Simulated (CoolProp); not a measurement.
Vapour-liquid equilibrium of acetone (1) + toluene (2) at 359.9 K; x and y are mole fractions of (1).

The numbers come from the multi-fluid Helmholtz-energy mixture model, Lemmon 2006 and Lemmon 2006; pair parameters Bell 2016 in CoolProp.

Task: Give the bubble pressure and the first vapour's composition at x = 0.65, 0.8, 0.95. Is there an azeotrope?

Result: x = 0.65: 0.1973 MPa, y = 0.883; x = 0.8: 0.2238 MPa, y = 0.934; x = 0.95: 0.2515 MPa, y = 0.984. No azeotrope shows between x = 0.05 and 0.95.

The pair parameters rest on a limited set of measurements; away from them the model extrapolates.
